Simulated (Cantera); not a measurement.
Charge: 1 mol V2O3, 8.8 mol H2, 1.6 mol H2O, held at 1150 °C and 1580 Torr.

Cantera equilibrium calculation (NASA polynomials, part measured and part estimated; ideal gas, pure solids and liquids). Candidate condensed phases: H2O, V, VO, V2O3, V2O4, V2O5; 12 gas species. Condensed phases not in the tables: the oxides between V2O3 and V2O5 other than VO2. The numbers say what is thermodynamically allowed, not how fast it happens.

Base state: H2 0.846, H2O 0.154 (mole fractions); condensed: V2O3(s).

Q: What changes in the equilibrium state with this change: V2O3 replaced by TiO2?

A: 
```csv
species,before,after
H2,0.846,0.846
H2O,0.154,0.154
"V2O3(s), mol",1.00,0
"TiO2(rutile), mol",0,1.00
```
Gases not in the tables: TiO(OH)2. Further candidate phases: Ti, TiO, TiO2, Ti2O3, Ti3O5, Ti4O7.
